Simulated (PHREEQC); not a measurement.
A column of 0.2 m (40 cells, dispersivity 0.007 m, 60 s a shift, diffusion coefficient 3e-10 m²/s) holds 0.15 eq of the database's cation exchanger X per kg of pore water, first in equilibrium with 0.002 mol/kgw CdCl2 and 1e-05 mol/kgw HCl. It is flushed with 0.035 mol/kgw BaCl2, 0.014 mol/kgw LiCl, 0.0028 mol/kgw KCl and 1e-05 mol/kgw HCl, at 25 °C. Values are for the last cell. The system is closed to CO2. Nothing may precipitate in this run.

Base run: PHREEQC, ion-association model, phreeqc.dat. Each further column changes one thing. The table gives Cd in solution (mol/kgw).

```json
[
 {"pore volumes": "0", "base": "0.00200", "exchange capacity from 0.15 to 0.075 eq/kgw": "0.00200", "dispersivity from 0.007 to 0.014 m": "0.00200"},
 {"pore volumes": "0.8125", "base": "0.0125", "exchange capacity from 0.15 to 0.075 eq/kgw": "0.0121", "dispersivity from 0.007 to 0.014 m": "0.0159"},
 {"pore volumes": "1.613", "base": "0.0370", "exchange capacity from 0.15 to 0.075 eq/kgw": "0.0349", "dispersivity from 0.007 to 0.014 m": "0.0354"},
 {"pore volumes": "2.212", "base": "0.0356", "exchange capacity from 0.15 to 0.075 eq/kgw": "0.00441", "dispersivity from 0.007 to 0.014 m": "0.0354"},
 {"pore volumes": "3.013", "base": "0.0158", "exchange capacity from 0.15 to 0.075 eq/kgw": "4.03e-5", "dispersivity from 0.007 to 0.014 m": "0.0151"},
 {"pore volumes": "3.812", "base": "0.000171", "exchange capacity from 0.15 to 0.075 eq/kgw": "4.07e-7", "dispersivity from 0.007 to 0.014 m": "0.00119"},
 {"pore volumes": "4.412", "base": "7.65e-6", "exchange capacity from 0.15 to 0.075 eq/kgw": "1.31e-8", "dispersivity from 0.007 to 0.014 m": "0.000202"},
 {"pore volumes": "5.213", "base": "1.39e-7", "exchange capacity from 0.15 to 0.075 eq/kgw": "1.33e-10", "dispersivity from 0.007 to 0.014 m": "2.07e-5"},
 {"pore volumes": "6.013", "base": "2.71e-9", "exchange capacity from 0.15 to 0.075 eq/kgw": "1.36e-12", "dispersivity from 0.007 to 0.014 m": "2.24e-6"}
]
```
